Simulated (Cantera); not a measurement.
A Cantera script and what it prints.

```python
import numpy as np
import cantera as ct

gas_names = """
    B BH BH2 BH3 BN B2 H H2 N NH NH2 NH3 N2 N2H2 N2H4
""".split()
cond_names = """
    B(b) B(L) BN(s)
""".split()


# ... load() reads the species with a 1 bar reference pressure and builds the phases ...
atoms = {
    'B2H6': {'B': 2, 'H': 6},
    'N2': {'N': 2},
}
top_T = {'BN(s)': 3200}  # K; cautious upper limits of use, not melting points


# ... equilibrate(T, P, feed) seeds the gas with the atoms and calls Mixture.equilibrate('TP', solver="vcs", rtol=1e-11, max_steps=5000) ...
results = []
feed = {'B2H6': 1, 'N2': 14}  # mol
T = 2173  # K
for P in [10, 28, 77, 220, 600, 1700, 4600, 13000, 36000, 100000]:
    mix = equilibrate(T, P, feed)
    results.append((T, P, feed, dict(zip(mix.species_names, mix.species_moles))))
    x = sorted(zip(gas.X, gas.species_names), reverse=True)
    print(f"T = {T:g} K  P = {P:g} Pa  gas = {mix.phase_moles(0):.4g} mol")
    print("   x: " + "  ".join(f"{s} {v:.3e}" for v, s in x if v > 0.001))
    print("   condensed (mol): " + ("  ".join(f"{mix.phase(i).name} {mix.phase_moles(i):.4g}"
          for i in range(1, mix.n_phases) if mix.phase_moles(i) > 1e-12) or "none"))
```

Output:

```
T = 2173 K  P = 10 Pa  gas = 18.7 mol
   x: N2 7.488e-01  H 1.436e-01  H2 8.854e-02  B 1.880e-02
   condensed (mol): B(b) 1.643
T = 2173 K  P = 28 Pa  gas = 18.01 mol
   x: N2 7.773e-01  H2 1.171e-01  H 9.867e-02  B 6.715e-03
   condensed (mol): B(b) 1.874
T = 2173 K  P = 77 Pa  gas = 17.61 mol
   x: N2 7.949e-01  H2 1.379e-01  H 6.457e-02  B 2.442e-03
   condensed (mol): B(b) 1.953
T = 2173 K  P = 220 Pa  gas = 16.36 mol
   x: N2 7.951e-01  H2 1.625e-01  H 4.147e-02
   condensed (mol): BN(s) 1.985
T = 2173 K  P = 600 Pa  gas = 16.21 mol
   x: N2 8.019e-01  H2 1.720e-01  H 2.584e-02
   condensed (mol): BN(s) 1.995
T = 2173 K  P = 1700 Pa  gas = 16.13 mol
   x: N2 8.061e-01  H2 1.781e-01  H 1.562e-02
   condensed (mol): BN(s) 1.998
T = 2173 K  P = 4600 Pa  gas = 16.08 mol
   x: N2 8.086e-01  H2 1.818e-01  H 9.592e-03
   condensed (mol): BN(s) 1.999
T = 2173 K  P = 13000 Pa  gas = 16.05 mol
   x: N2 8.102e-01  H2 1.841e-01  H 5.742e-03
   condensed (mol): BN(s) 2
T = 2173 K  P = 36000 Pa  gas = 16.03 mol
   x: N2 8.111e-01  H2 1.854e-01  H 3.463e-03
   condensed (mol): BN(s) 2
T = 2173 K  P = 100000 Pa  gas = 16.02 mol
   x: N2 8.117e-01  H2 1.863e-01  H 2.083e-03
   condensed (mol): BN(s) 2
```

Equilibrium computed with Cantera from the NASA thermochemical tables; the gas is ideal and each condensed phase is pure. The feed counts by its element totals alone. The tables' values for BH2 are old estimates; treat these amounts as uncertain.
